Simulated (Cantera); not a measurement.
Charge: 1 mol CaO, 1.8 mol NF3, 18 mol H2, at 1525 K and 54.8 Torr.

Equilibrium computed with Cantera from the NASA thermochemical tables; the gas is ideal and each condensed phase is pure. Candidate condensed phases: Ca, CaF2, CaO, Ca(OH)2, H2O; 47 gas species. Rates play no part.

Base state: H2 0.743, HF 0.165, H2O 0.0485, N2 0.0437, H 7.55e-5, CaF2 5.04e-5 (mole fractions); condensed: CaF2(s).

What changes in the equilibrium state with this change: NF3 from 1.8 to 18 mol?


```json
[
 {"species": "HF", "before": "0.165", "after": "0.586"},
 {"species": "F", "before": "<1e-9", "after": "0.259"},
 {"species": "N2", "before": "0.0437", "after": "0.146"},
 {"species": "H2", "before": "0.743", "after": "<1e-9"},
 {"species": "H2O", "before": "0.0485", "after": "<1e-9"},
 {"species": "CaF2", "before": "5.04e-5", "after": "5.04e-5"},
 {"species": "O2", "before": "<1e-9", "after": "0.00807"},
 {"species": "F2", "before": "<1e-9", "after": "0.000530"},
 {"species": "CaF2(s), mol", "before": "0.999", "after": "0.997"}
]
```

What changes in the equilibrium state with this change: temperature from 1525 K to 1700 K?


```tsv
species	before	after
H2	0.743	0.741
HF	0.165	0.165
H2O	0.0485	0.0485
CaF2	5.04e-5	0.00119
H	7.55e-5	0.000470
N2	0.0437	0.0436
CaF2(s), mol	0.999	0
CaF2(l), mol	0	0.975
```
